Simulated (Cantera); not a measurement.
Mixture: H2 : O2 : N2 = 1 : 0.781 : 3.75 (molar parts), equivalence ratio 0.64, at 518 Torr, adiabatic and at constant pressure. Ignition delay is the time to a rise of 400 K.

Model: GRI-Mech 3.0 (53 species, 325 reactions), integrated in Cantera. Below about 950 K walls govern HO2 and H2O2 in real vessels. Where the delays flatten at high temperature, the 400 K rule measures the pace of heat release, not the induction time.

Problem. Predict: delay at 923 K; delay at 998 K; delay at 1073 K; delay at 1148 K; delay at 1223 K; delay at 1298 K; delay at 1373 K.

Solution. 
```json
{
  "delay at 923 K": "8.47 ms",
  "delay at 998 K": "0.378 ms",
  "delay at 1073 K": "0.181 ms",
  "delay at 1148 K": "0.113 ms",
  "delay at 1223 K": "81.0 µs",
  "delay at 1298 K": "64.3 µs",
  "delay at 1373 K": "55.6 µs"
}
```
